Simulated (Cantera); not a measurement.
Cantera run:

```python
import numpy as np
import cantera as ct

gas_names = """
    AL ALCL ALCL2 ALCL3 ALH ALN AL2 AL2CL6 CL CL2 H HCL H2 N NH NH2 NH3 N2 N2H2 N2H4
""".split()
cond_names = """
    AL(cr) AL(L) ALCL3(s) ALCL3(L) ALN(s) NH4CL(a) NH4CL(b)
""".split()


# ... load() reads the species with a 1 bar reference pressure and builds the phases ...
atoms = {
    'Al': {'AL': 1},
    'HCl': {'H': 1, 'CL': 1},
    'N2': {'N': 2},
}
top_T = {'ALN(s)': 2750}  # K; cautious upper limits of use, not melting points


# ... equilibrate(T, P, feed) seeds the gas with the atoms and calls Mixture.equilibrate('TP', solver="vcs", rtol=1e-11, max_steps=5000) ...
results = []
feed = {'Al': 1, 'HCl': 15, 'N2': 9.7}  # mol
T = 573.15  # K
P = 13332.2  # Pa
mix = equilibrate(T, P, feed)
results.append((T, P, feed, dict(zip(mix.species_names, mix.species_moles))))
x = sorted(zip(gas.X, gas.species_names), reverse=True)
print(f"T = {T:g} K  P = {P:g} Pa  gas = {mix.phase_moles(0):.4g} mol")
print("   x: " + "  ".join(f"{s} {v:.3e}" for v, s in x if v > 1e-06))
print("   condensed (mol): " + ("  ".join(f"{mix.phase(i).name} {mix.phase_moles(i):.4g}"
      for i in range(1, mix.n_phases) if mix.phase_moles(i) > 1e-12) or "none"))
```

Result:

```
T = 573.15 K  P = 13332.2 Pa  gas = 23.76 mol
   x: HCL 5.050e-01  N2 4.081e-01  H2 6.298e-02  AL2CL6 1.823e-02  ALCL3 5.615e-03  NH3 9.066e-05
   condensed (mol): none
```

Cantera equilibrium calculation (NASA polynomials, part measured and part estimated; ideal gas, pure solids and liquids).
